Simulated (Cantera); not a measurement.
What does this Cantera script print?

```python
import numpy as np
import cantera as ct

gas = ct.Solution("gri30.yaml")
gas.TPX = 1775, 12000, {'CH4': 1, 'H2O': 0.72}
reactor = ct.IdealGasConstPressureReactor(gas, energy="off", clone=False)
net = ct.ReactorNet([reactor])
net.rtol, net.atol = 1e-08, 1e-18
show = ['CH4', 'H2O', 'CH2O', 'CH3', 'C2H6', 'OH']
times = np.geomspace(0.0001, 4, 14)

steps = ct.SolutionArray(gas, extra=["t"])
rows = []
print(f"{'t/s':>10s}{'T/K':>9s}{'P/Pa':>11s}" + "".join(f"{s:>11s}" for s in show))
for t in times:
    while net.time < t:
        t_next = net.step()
        steps.append(gas.state, t=t_next)
    rows.append([np.interp(t, steps.t, y) for y in (steps.T, steps.P, *steps(*show).X.T)])
    print(f"{t:10.3e}{rows[-1][0]:9.1f}{rows[-1][1]:11.4g}" + "".join(f"{x:11.3e}" for x in rows[-1][2:]))
rate = np.gradient(steps.T, steps.t)
print("integrator steps:", len(steps.t))
if steps.T.max() > steps.T[0] + 200:
    print(f"time of steepest temperature rise: {steps.t[rate.argmax()]:.4e} s")
gas.TPX = 1775, 12000, {'CH4': 1, 'H2O': 0.72}
gas.equilibrate("TP")
print(f"equilibrium (TP): T = {gas.T:.1f} K  " + "  ".join(f"{s} {gas[s].X[0]:.3e}" for s in show))
```

It prints:

```
       t/s      T/K       P/Pa        CH4        H2O       CH2O        CH3       C2H6         OH
 1.000e-04   1775.0    1.2e+04  5.792e-01  4.182e-01  4.976e-07  1.569e-03  2.602e-05  3.657e-06
 2.259e-04   1775.0    1.2e+04  5.755e-01  4.177e-01  4.580e-06  3.256e-03  1.853e-04  7.584e-06
 5.105e-04   1775.0    1.2e+04  5.602e-01  4.152e-01  2.662e-05  5.985e-03  8.262e-04  1.433e-05
 1.153e-03   1775.0    1.2e+04  4.939e-01  4.021e-01  5.332e-05  8.087e-03  1.636e-03  2.116e-05
 2.606e-03   1775.0    1.2e+04  3.559e-01  3.647e-01  3.303e-05  6.142e-03  9.101e-04  1.992e-05
 5.889e-03   1775.0    1.2e+04  2.261e-01  3.241e-01  1.605e-05  3.877e-03  3.411e-04  1.747e-05
 1.331e-02   1775.0    1.2e+04  1.269e-01  2.920e-01  8.016e-06  2.319e-03  1.145e-04  1.661e-05
 3.006e-02   1775.0    1.2e+04  6.243e-02  2.647e-01  3.903e-06  1.269e-03  3.194e-05  1.660e-05
 6.793e-02   1775.0    1.2e+04  3.108e-02  2.347e-01  1.938e-06  7.000e-04  9.076e-06  1.622e-05
 1.535e-01   1775.0    1.2e+04  2.089e-02  1.929e-01  1.071e-06  4.766e-04  4.086e-06  1.348e-05
 3.468e-01   1775.0    1.2e+04  1.639e-02  1.393e-01  5.540e-07  3.569e-04  2.287e-06  9.309e-06
 7.835e-01   1775.0    1.2e+04  1.174e-02  8.460e-02  2.222e-07  2.441e-04  1.072e-06  5.406e-06
 1.770e+00   1775.0    1.2e+04  7.349e-03  4.046e-02  6.681e-08  1.481e-04  3.978e-07  2.507e-06
 4.000e+00   1775.0    1.2e+04  3.951e-03  1.300e-02  1.731e-08  7.821e-05  1.147e-07  7.918e-07
integrator steps: 1531
equilibrium (TP): T = 1775.0 K  CH4 1.084e-03  H2O 3.098e-07  CH2O 7.839e-09  CH3 2.128e-05  C2H6 1.323e-08  OH 1.875e-11
```

Detailed kinetics in Cantera: GRI-Mech 3.0 (53 species, 325 reactions). GRI-Mech 3.0 stops at C3 and has no aromatics, soot or wall deposition, so with more carbon than oxygen in the feed, carbon stays in small species such as C2H2 where larger ones or solid carbon would form.
